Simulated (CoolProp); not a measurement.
A single-stage vapour-compression cycle with ethylene: evaporating at 193.15 K (dew point), condensing at 217.15 K (bubble point), superheat 10 K, subcooling 0 K, compressor efficiency 0.8, no pressure losses. Each further row changes one setting.

Computed with CoolProp (reference Helmholtz-energy equation of state, Smukala 2000).

```tsv
case	cooling COP	pressure ratio	discharge temperature (K)	refrigerating effect (kJ/kg)	volumetric capacity (kJ/m³)
as stated	5.44	2.55	262.5	397	2400
evaporating temperature 198.15 K	7.22	?	254.0	401	?
condensing temperature 212.15 K	7.07	2.14	250.7	410	2480
subcooling 5 K	?	2.55	262.5	410	2480
superheat 20 K	5.32	2.55	?	411	2350
compressor efficiency 0.7	4.76	2.55	269.2	397	2400
```

**Question.** Complete the blanks.

**Answer.** 
- evaporating temperature 198.15 K, pressure ratio: 2.06
- evaporating temperature 198.15 K, volumetric capacity (kJ/m³): 2970
- subcooling 5 K, cooling COP: 5.62
- superheat 20 K, discharge temperature (K): 274.2
